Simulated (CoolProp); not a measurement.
Vapour-liquid equilibrium of propane (1) + n-butane (2) at 0.74 bar; x and y are mole fractions of (1).

Values from CoolProp's multi-fluid Helmholtz-energy mixture model, Lemmon 2009 and Bücker 2006; pair parameters Kunz 2012.

Give the bubble temperature and the first vapour's composition at x = 0.55, 0.65, 0.75. Is there an azeotrope?

x = 0.55: 235.1 K, y = 0.883; x = 0.65: 232.1 K, y = 0.922; x = 0.75: 229.5 K, y = 0.952. No azeotrope shows between x = 0.05 and 0.95.

The pair parameters rest on a limited set of measurements; away from them the model extrapolates.
